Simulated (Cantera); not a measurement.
## Equilibrium for tantalum, niobium, vanadium and zirconium in process gases: V + H2O + H2

Input: 1 mol V, 0.25 mol H2O, 2.2 mol H2, held at 2.50 bar.

These are equilibrium values from Cantera (NASA tables, ideal gas, pure condensed phases), not measurements of a reactor. Candidate condensed phases: H2O, V, VO, V2O3, V2O4, V2O5; 12 gas species. Each liquid is taken as pure. Mutual solubility and eutectic melting of coexisting phases are not modelled. VO: taken at fixed stoichiometry. Condensed phases not in the tables: N, O or C dissolved in the metal. The numbers say what is thermodynamically allowed, not how fast it happens.

From 825 °C to 1725 °C the condensed part is V(s) + VO(s). At 1875 °C the condensed part is V(s) + VO(l). At 2025 °C the condensed part is V(l) + VO(l).

```json
[
 {"T (°C)": "825", "log p H2": "0.40", "log p H": "-7.41", "log p H2O": "-6.68", "log p V": "<-11", "log p VO": "<-11", "log p VO2": "<-11", "n V(s)": "0.750", "n VO(s)": "0.250", "n VO(l)": "0", "n V(l)": "0"},
 {"T (°C)": "975", "log p H2": "0.40", "log p H": "-6.13", "log p H2O": "-5.69", "log p V": "<-11", "log p VO": "<-11", "log p VO2": "<-11", "n V(s)": "0.750", "n VO(s)": "0.250", "n VO(l)": "0", "n V(l)": "0"},
 {"T (°C)": "1125", "log p H2": "0.40", "log p H": "-5.13", "log p H2O": "-4.92", "log p V": "-11.35", "log p VO": "<-11", "log p VO2": "<-11", "n V(s)": "0.750", "n VO(s)": "0.250", "n VO(l)": "0", "n V(l)": "0"},
 {"T (°C)": "1275", "log p H2": "0.40", "log p H": "-4.31", "log p H2O": "-4.31", "log p V": "-9.50", "log p VO": "-9.70", "log p VO2": "-11.23", "n V(s)": "0.750", "n VO(s)": "0.250", "n VO(l)": "0", "n V(l)": "0"},
 {"T (°C)": "1425", "log p H2": "0.40", "log p H": "-3.64", "log p H2O": "-3.82", "log p V": "-7.99", "log p VO": "-8.13", "log p VO2": "-9.49", "n V(s)": "0.750", "n VO(s)": "0.250", "n VO(l)": "0", "n V(l)": "0"},
 {"T (°C)": "1575", "log p H2": "0.40", "log p H": "-3.08", "log p H2O": "-3.42", "log p V": "-6.72", "log p VO": "-6.82", "log p VO2": "-8.04", "n V(s)": "0.750", "n VO(s)": "0.250", "n VO(l)": "0", "n V(l)": "0"},
 {"T (°C)": "1725", "log p H2": "0.40", "log p H": "-2.60", "log p H2O": "-3.08", "log p V": "-5.65", "log p VO": "-5.73", "log p VO2": "-6.83", "n V(s)": "0.751", "n VO(s)": "0.249", "n VO(l)": "0", "n V(l)": "0"},
 {"T (°C)": "1875", "log p H2": "0.40", "log p H": "-2.18", "log p H2O": "-2.85", "log p V": "-4.73", "log p VO": "-4.85", "log p VO2": "-5.91", "n V(s)": "0.751", "n VO(s)": "0", "n VO(l)": "0.249", "n V(l)": "0"},
 {"T (°C)": "2025", "log p H2": "0.39", "log p H": "-1.82", "log p H2O": "-2.66", "log p V": "-3.97", "log p VO": "-4.13", "log p VO2": "-5.17", "n V(s)": "0", "n VO(s)": "0", "n VO(l)": "0.248", "n V(l)": "0.752"}
]
```
log p: log10 of the partial pressure in bar; n: condensed amount in mol.
